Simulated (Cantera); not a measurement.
A closed system holds: 1 mol Cr, 0.96 mol NH₃, equilibrated at 0.133 bar.

Method: chemical equilibrium by Gibbs-energy minimisation in Cantera with the NASA 1993 tables (ideal gas, pure condensed phases). Candidate condensed phases: Cr, CrN, Cr₂N; 11 gas species. Mutual solubility and eutectic melting of coexisting phases are not modelled. Kinetics and transport are ignored.

### Question
At 1448 K, list the 3 most abundant gas species with their mole fractions, and the condensed phases.

### Answer
H₂ 0.807, N₂ 0.193, H 2.27e-5. Condensed: Cr(s) + Cr₂N(s).
